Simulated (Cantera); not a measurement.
An adiabatic, constant-pressure homogeneous reactor starts with 5.94 % CH4, 19.8 % O2, 74.3 % N2, at 1550 K and 0.750 atm.

Detailed kinetics in Cantera: GRI-Mech 3.0 (53 species, 325 reactions).

x: mole fraction; the columns are a selection and need not sum to one.

```
t (s)     T (K)   x CH4    x O2        x H2     x OH     x HCO      x CO    x C2H6
--------  -----  ------  ------  ----------  -------  --------  --------  --------
1.00e-6    1550  0.0594   0.198  (withheld)  7.71e-9    <1e-12    <1e-12    <1e-12
2.61e-6    1550  0.0594   0.198  (withheld)  1.87e-8    <1e-12  1.88e-12    <1e-12
6.81e-6    1550  0.0594   0.198  (withheld)  2.57e-8    <1e-12  2.81e-11  2.30e-11
1.78e-5    1550  0.0594   0.198  (withheld)  3.94e-8  2.67e-12  4.25e-10  5.04e-10
4.64e-5    1550  0.0594   0.198  (withheld)  8.35e-8  2.39e-11   8.05e-9   1.17e-8
0.000121   1550  0.0594   0.198  (withheld)  2.63e-7  3.12e-10   2.25e-7   3.71e-7
0.000316   1551  0.0590   0.198  (withheld)  1.49e-6   1.06e-8   1.45e-5   2.16e-5
0.000825   2226  <1e-12  0.0806  (withheld)   0.0186   2.10e-8    0.0223    <1e-12
0.00215    2550  <1e-12  0.0775     0.00333   0.0146   2.05e-9   0.00976    <1e-12
0.00562    2546  <1e-12  0.0757     0.00329   0.0143   1.97e-9   0.00962    <1e-12
0.0147     2539  <1e-12  0.0732     0.00324   0.0139   1.89e-9   0.00947    <1e-12
0.0383     2535  <1e-12  0.0719     0.00322   0.0136   1.85e-9   0.00939    <1e-12
0.100      2535  <1e-12  0.0718     0.00322   0.0136   1.85e-9   0.00938    <1e-12
```

Problem. Some entries are withheld; supply them.

Solution. 
- 1.00e-6, x H2: 1.04e-8
- 2.61e-6, x H2: 3.95e-8
- 6.81e-6, x H2: 1.22e-7
- 1.78e-5, x H2: 3.56e-7
- 4.64e-5, x H2: 1.13e-6
- 0.000121, x H2: 4.87e-6
- 0.000316, x H2: 4.94e-5
- 0.000825, x H2: 0.00879
